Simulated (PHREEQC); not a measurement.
PHREEQC input (ion-association model, wateq4f.dat):

```
SOLUTION_MASTER_SPECIES
  An  An-  0  An  62.0  # stands for a non-complexing anion
SOLUTION_SPECIES
  An- = An-
    -log_k 0
    -gamma 3.0 0
PHASES
  Fix_H+
    H+ = H+
    -log_k 0
SOLUTION 1
  temp 25
  units mmol/kgw
  pH 7 charge
  Cl 0.074
  Zn 0.037
  Na 1
  An 1
END
SELECTED_OUTPUT 1
  -reset false
  -pH true
  -pe true
  -ionic_strength true
  -water true
  -totals Cl Na Zn
  -molalities Hfo_wOH Hfo_wOH2+ Hfo_wO- Hfo_sOH Hfo_sOH2+ Hfo_sO- Hfo_sOZn+ Hfo_wOZn+
  -saturation_indices Zn(OH)2-e Zn5(OH)8Cl2 Halite
USER_PUNCH 1
  -headings sigma psi
  10 PUNCH EDL("sigma", "Hfo"), EDL("psi", "Hfo")
PRINT
  -reset false
USE solution 1
SURFACE 1
  Hfo_wOH 0.00292135 600 1.3
  Hfo_sOH 7.30337e-05
EQUILIBRIUM_PHASES 1
  Fix_H+ -3 HAn 10
    -force_equality true
  O2(g) -0.68 10
END
# ... the last block is repeated for the other 16 points of pH, with NaOH or the acid as the point needs
```

Selected output (columns that matter, 13 of 17 rows; pH added in front):

```
pH	mu	Cl	Na	Zn	m_Hfo_wOH	m_Hfo_wOH2+	m_Hfo_wO-	m_Hfo_sOH	m_Hfo_sOH2+	si_Zn(OH)2-e	si_Zn5(OH)8Cl2	si_Halite	sigma	psi
3	0.00328	7.4e-05	0.001	3.6999e-05	0.00074417	0.0021713	5.8427e-06	1.8604e-05	5.4283e-05	-10.037	-45.501	-8.7671	0.27459	0.22627
3.5	0.0022438	7.4e-05	0.001	3.6994e-05	0.0013094	0.0015873	2.4744e-05	3.2731e-05	3.9678e-05	-9.0204	-41.409	-8.7583	0.19813	0.21926
4.5	0.0015007	7.4e-05	0.001	3.6674e-05	0.0019979	0.00081068	0.00011279	4.9733e-05	2.018e-05	-7.0092	-33.345	-8.7504	0.088525	0.18822
5	0.0013409	7.4e-05	0.001	3.4709e-05	0.0021386	0.00061128	0.0001714	5.1859e-05	1.4823e-05	-6.0294	-29.444	-8.7484	0.056021	0.16764
5.5	0.0012167	7.4e-05	0.001	2.5256e-05	0.0022051	0.00048694	0.00022876	4.669e-05	1.031e-05	-5.1645	-26.118	-8.7468	0.034069	0.14469
6.5	0.0010507	7.4e-05	0.001	1.5095e-06	0.0022388	0.0003677	0.00031229	3.0727e-05	5.0465e-06	-4.3848	-24.218	-8.7445	0.01134	0.093143
7	0.0010491	7.4e-05	0.0010234	1.725e-07	0.0022404	0.00034579	0.00033252	2.9851e-05	4.6074e-06	-4.3302	-24.944	-8.7344	0.0062186	0.065161
7.5	0.0010624	7.4e-05	0.0010504	1.8633e-08	0.0022403	0.0003327	0.0003456	2.9749e-05	4.4178e-06	-4.3102	-25.845	-8.7233	0.0029576	0.036574
8.5	0.0010839	7.4e-05	0.0010905	4.5445e-10	0.002239	0.000315	0.00036459	2.9719e-05	4.1811e-06	-4.2861	-27.724	-8.7073	-0.0016387	-0.021193
9	0.0011022	7.4e-05	0.00112	2.525e-10	0.0022375	0.00030471	0.0003764	2.9699e-05	4.0444e-06	-4.2717	-28.652	-8.696	-0.0044098	-0.049935
9.5	0.0011419	7.4e-05	0.0011768	2.3495e-10	0.0022341	0.00028947	0.00039502	2.9654e-05	3.8422e-06	-4.2494	-29.542	-8.675	-0.008654	-0.078233
10.5	0.001523	7.4e-05	0.0016413	3.2042e-10	0.0022	0.00022433	0.00049427	2.9201e-05	2.9776e-06	-4.1387	-30.993	-8.5354	-0.029261	-0.13124
11	0.0023564	7.3999e-05	0.0025823	5.4414e-10	0.0021166	0.00015982	0.00064219	2.8094e-05	2.1213e-06	-3.9915	-31.266	-8.3473	-0.05589	-0.15309
```

Complexes and solids missing from the database can't appear. The oxide is taken as insoluble; below pH 4 it would dissolve.
